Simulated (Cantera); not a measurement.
## Ignition delay

Mixture: CH4 : O2 : N2 : H2O : H2 = 1 : 4.65 : 17.5 : 2.3 : 1 (molar parts), equivalence ratio 0.54, at 2200000 Pa, adiabatic and at constant pressure. Ignition delay is the time to a rise of 400 K.

Cantera simulation using GRI-Mech 3.0 (53 species, 325 reactions); the numbers are that mechanism's predictions, not measurements. The pressure lies above the range GRI-Mech 3.0 was tuned for (to about 10 atm).

```csv
T0 (K),delay (ms)
1275,0.134
1325,0.0731
1375,0.0427
1425,0.0265
1475,0.0174
1525,0.0120
1575,0.00851
```

```json
{
 "apparent activation energy between 1475 and 1575 K": "140 kJ/mol"
}
```
